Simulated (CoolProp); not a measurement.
Vapour-liquid equilibrium of cyclopentane (1) + octamethylcyclotetrasiloxane (D4) (2) at 137.05 °C; x and y are mole fractions of (1).

The numbers come from the multi-fluid Helmholtz-energy mixture model, Gedanitz 2015 and Thol 2015; pair parameters Bell 2016 in CoolProp.

```
x     bubble pressure (MPa)  y at the bubble point  dew pressure at overall composition x (MPa)  liquid density (mol/L)
----  ---------------------  ---------------------  -------------------------------------------  ----------------------
0.05                0.05890                  0.446                                      0.03532                   2.867
0.2                  0.1445                  0.800                                      0.04166                   3.253
0.35                 0.2469                      ?                                      0.05074                   3.734
0.5                  0.3688                  0.947                                            ?                       ?
0.65                      ?                      ?                                      0.08951                   5.167
0.8                  0.6797                  0.988                                       0.1447                   6.299
0.95                 0.8615                  0.998                                            ?                   7.974
```

### Question
Some entries are withheld; supply them.

### Answer

- 0.35, y at the bubble point: 0.900
- 0.5, dew pressure at overall composition x (MPa): 0.06479
- 0.5, liquid density (mol/L): 4.351
- 0.65, bubble pressure (MPa): 0.5127
- 0.65, y at the bubble point: 0.973
- 0.95, dew pressure at overall composition x (MPa): 0.3817

No azeotrope shows between x = 0.05 and 0.95.

Pair parameters are fitted to limited data, so mixtures are less certain than the pure fluids.
